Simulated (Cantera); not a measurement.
A closed system holds: 1 mol Si, 1.3 mol Cl2, 0.56 mol H2, at 1148 K and 101000 Pa.

Equilibrium computed with Cantera from the NASA thermochemical tables; the gas is ideal and each condensed phase is pure. Candidate condensed phases: Si; 19 gas species. The tables' values for SiCl3 are old estimates; treat these amounts as uncertain. The numbers say what is thermodynamically allowed, not how fast it happens.

Base state: SiCl4 0.440, H2 0.396, SiHCl3 0.107, HCl 0.0327, SiCl3 0.0154, SiCl2 0.00591, SiH2Cl2 0.00326, SiH3Cl 2.67e-5 (mole fractions); condensed: Si(s).

What changes in the equilibrium state with this change: Cl2 from 1.3 to 2.5 mol?


| species | before | after |
|---|---|---|
| HCl | 0.0327 | 0.486 |
| SiCl4 | 0.440 | 0.484 |
| H2 | 0.396 | 0.0284 |
| SiHCl3 | 0.107 | 0.000568 |
| SiCl3 | 0.0154 | 0.000304 |
| SiH2Cl2 | 0.00326 | 8.33e-8 |
| SiH3Cl | 2.67e-5 | <1e-9 |
| SiCl2 | 0.00591 | 2.11e-6 |
| Si(s), mol | 0.318 | 0 |
